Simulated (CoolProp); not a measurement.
A simple Rankine cycle with n-butane: condensing at 310.15 K, boiler at 2.1 MPa, turbine inlet 395.2 K, turbine efficiency 0.75, pump efficiency 0.8, no recuperator. Each further row changes one setting.

Values from CoolProp's reference Helmholtz-energy equation of state, Bücker 2006.

| case | thermal efficiency (%) | net work (kJ/kg) | heat in (kJ/kg) | turbine exit temperature (K) | volume ratio over the turbine |
|---|---|---|---|---|---|
| as stated | 11.6 | 53.5 | 460 | ? | 7.15 |
| turbine inlet 415.2 K | 11.6 | ? | 516 | 364.6 | ? |
| condensing temperature 302.15 K | 12.7 | 61.1 | 480 | ? | 9.03 |
| boiler pressure 1.47 MPa | ? | 48.0 | 487 | 356.5 | ? |
| turbine efficiency 0.65 | ? | 45.9 | 460 | 344.1 | ? |

Some entries are withheld; supply them.


- as stated, turbine exit temperature (K): 340.2
- turbine inlet 415.2 K, net work (kJ/kg): 60.0
- turbine inlet 415.2 K, volume ratio over the turbine: 6.69
- condensing temperature 302.15 K, turbine exit temperature (K): 335.0
- boiler pressure 1.47 MPa, thermal efficiency (%): 9.8
- boiler pressure 1.47 MPa, volume ratio over the turbine: 4.48
- turbine efficiency 0.65, thermal efficiency (%): 10.0
- turbine efficiency 0.65, volume ratio over the turbine: 7.26
